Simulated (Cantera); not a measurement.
A closed system holds: 1 mol Si, 1.1 mol HCl, 13 mol H2, equilibrated at 3680 Torr.

Method: chemical equilibrium by Gibbs-energy minimisation in Cantera with the NASA 1993 tables (ideal gas, pure condensed phases). Candidate condensed phases: Si; 19 gas species. The numbers say what is thermodynamically allowed, not how fast it happens.

At 723 K, list the 5 most abundant gas species with their mole fractions, and the condensed phases.

H2 0.975, SiHCl3 0.0146, SiCl4 0.00810, SiH2Cl2 0.00182, HCl 0.000162. Condensed: Si(s).
